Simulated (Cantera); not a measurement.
Cantera run:

```python
import numpy as np
import cantera as ct

gas_names = """
    H HNO HNO2 HNO3 HO2 H2 H2O H2O2 N NH NH2 NH3 NH2OH NO NO2 NO3 N2 N2H2 N2H4 N2O O OH O2 O3 Si SiH
    SiH2 SiH3 SiH4 SiN SiO SiO2 Si2 Si2N Si3
""".split()
cond_names = """
    H2O(s) H2O(L) Si(cr) Si(L) SiO2(Lqz) SiO2(hqz) SiO2(L) Si2N2O(s) Si3N4(a)
""".split()


# ... load() reads the species with a 1 bar reference pressure and builds the phases ...
atoms = {
    'Si2H6': {'Si': 2, 'H': 6},
    'NO': {'N': 1, 'O': 1},
}
top_T = {'Si2N2O(s)': 2100, 'Si3N4(a)': 2400}  # K; cautious upper limits of use, not melting points


# ... equilibrate(T, P, feed) seeds the gas with the atoms and calls Mixture.equilibrate('TP', solver="vcs", rtol=1e-11, max_steps=5000) ...
results = []
feed = {'Si2H6': 1, 'NO': 0.62}  # mol
P = 70  # Pa
for T in [798, 898, 998, 1098, 1198, 1298, 1398, 1498, 1598, 1698, 1798, 1898, 1998]:
    mix = equilibrate(T, P, feed)
    results.append((T, P, feed, dict(zip(mix.species_names, mix.species_moles))))

top = {s: max(r[3][s] / sum(r[3][g] for g in gas_names) for r in results) for s in gas_names}
cols = sorted((s for s in top if top[s] > 1e-05), key=lambda s: -top[s])[:5]
seen = [c for c in cond_names if any(r[3].get(c, 0) > 1e-12 for r in results)]
print("log10 of partial pressures in bar; condensed amounts in mol")
print(f"{'T/K':>10s}" + "".join(f"{s[:9]:>10s}" for s in cols + seen))
for T, P, feed, n in results:
    ng = sum(n[g] for g in gas_names)
    print(f"{T:10.4g}" + "".join(f"{np.log10(max(n[s] / ng * P / 1e5, 1e-99)):10.3f}" for s in cols)
          + "".join(f"{n.get(c, 0):10.4g}" for c in seen))
```

It prints:

```
log10 of partial pressures in bar; condensed amounts in mol
       T/K        H2       SiO        N2        Si         H    Si(cr)     Si(L) SiO2(Lqz) SiO2(hqz) Si2N2O(s)
       798    -3.155   -13.893   -22.030   -21.680   -13.152     1.225         0     0.155         0      0.31
       898    -3.155   -11.347   -18.460   -18.410   -11.538     1.225         0         0     0.155      0.31
       998    -3.155    -9.320   -15.610   -15.798   -10.245     1.225         0         0     0.155      0.31
      1098    -3.155    -7.667   -13.285   -13.665    -9.184     1.225         0         0     0.155      0.31
      1198    -3.155    -6.296   -11.352   -11.890    -8.299     1.224         0         0    0.1539      0.31
      1298    -3.159    -5.140    -9.722   -10.391    -7.550     1.209         0         0    0.1393      0.31
      1398    -3.198    -4.183    -8.298    -9.108    -6.924      1.07         0         0         0      0.31
      1498    -3.199    -4.180    -6.245    -7.998    -6.364     1.073         0         0         0    0.3073
      1598    -3.233    -4.059    -4.573    -7.029    -5.890     1.206         0         0         0     0.173
      1698    -3.275    -3.958    -4.259    -6.183    -5.477         0     1.376         0         0         0
      1798    -3.280    -3.961    -4.263    -5.511    -5.093         0     1.361         0         0         0
      1898    -3.293    -3.970    -4.272    -4.911    -4.754         0     1.305         0         0         0
      1998    -3.328    -3.996    -4.298    -4.371    -4.459         0     1.105         0         0         0
```

Method: chemical equilibrium by Gibbs-energy minimisation in Cantera with the NASA 1993 tables (ideal gas, pure condensed phases). The feed counts by its element totals alone. Mutual solubility and eutectic melting of coexisting phases are not modelled. The tables' values for SiN are old estimates; treat these amounts as uncertain. The tables hold silica as quartz up to 1696 K and as liquid above; real silica turns to tridymite and cristobalite and melts near 1996 K. Gases not in the tables: Si2H6 and higher silanes.
